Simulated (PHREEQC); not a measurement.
Solution (88 °C): 18 mmol/kgw CaCl2 and 56 mmol/kgw Na2SO4. Closed to the air; pH follows from the charge balance.

Equilibrium calculation in PHREEQC: ion-association model with the Debye-Hückel limiting law, phreeqc.dat.

Task: The ionic strength comes out as 0.209 mol/kgw. What activity coefficients do NaSO4-, Cl-, SO4-2, Na+, OH- get?

Result: NaSO4- 0.54, Cl- 0.54, SO4-2 0.086, Na+ 0.54, OH- 0.54.

Precipitation was switched off in this run. Complexes and solids missing from the database can't appear. Constants without temperature data keep their 25 °C values here.
